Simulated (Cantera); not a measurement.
Input (Python, Cantera) and output of one run.

```python
import numpy as np
import cantera as ct

gas_names = """
    CL CL2 H HCL H2 N NH NH2 NH3 N2 N2H2 N2H4 Si SiCL SiCL2 SiCL3 SiCL4 SiH SiHCL3 SiH2 SiH2CL2 SiH3
    SiH3CL SiH4 SiN Si2 Si2N Si3
""".split()
cond_names = """
    NH4CL(a) NH4CL(b) Si(cr) Si(L) Si3N4(a)
""".split()


# ... load() reads the species with a 1 bar reference pressure and builds the phases ...
atoms = {
    'Si2Cl6': {'Si': 2, 'CL': 6},
    'NH3': {'N': 1, 'H': 3},
}
top_T = {'Si3N4(a)': 2400}  # K; cautious upper limits of use, not melting points


# ... equilibrate(T, P, feed) seeds the gas with the atoms and calls Mixture.equilibrate('TP', solver="vcs", rtol=1e-11, max_steps=5000) ...
results = []
feed = {'Si2Cl6': 1, 'NH3': 0.11}  # mol
T = 1048  # K
P = 13332.2  # Pa
mix = equilibrate(T, P, feed)
results.append((T, P, feed, dict(zip(mix.species_names, mix.species_moles))))
print(gas.report(threshold=1e-06))
for i in range(1, mix.n_phases):
    print(f"{mix.phase(i).name:16s} {mix.phase_moles(i):12.5e} mol")
```

It prints:

```
       temperature   1048 K
          pressure   13332 Pa
           density   0.23559 kg/m^3
  mean mol. weight   153.98 kg/kmol
   phase of matter   gas

                          1 kg             1 kmol
                     ---------------   ---------------
          enthalpy       -3.4011e+06        -5.237e+08  J
   internal energy       -3.4577e+06       -5.3241e+08  J
           entropy            2944.7        4.5342e+05  J/K
    Gibbs function       -6.4872e+06       -9.9888e+08  J
 heat capacity c_p            643.04             99014  J/K
 heat capacity c_v            589.04             90700  J/K

                      mass frac. Y      mole frac. X     chem. pot. / RT
                     ---------------   ---------------   ---------------
               HCL         0.0031486          0.013298           -41.327
                H2        0.00091111          0.069589           -22.304
             SiCL2         0.0030422         0.0047324           -64.111
             SiCL3          0.012949          0.014832           -94.286
             SiCL4           0.93966           0.85168           -124.46
            SiHCL3          0.040102           0.04559           -105.44
           SiH2CL2        0.00018208        0.00027759           -86.414
     [  +21 minor]        1.9063e-07         4.477e-07

Si(cr)            3.93764e-01 mol
Si3N4(a)          2.75000e-02 mol
```

Cantera equilibrium calculation (NASA polynomials, part measured and part estimated; ideal gas, pure solids and liquids). The feed counts by its element totals alone. Mutual solubility and eutectic melting of coexisting phases are not modelled. The tables' values for SiCl3 are old estimates; treat these amounts as uncertain.
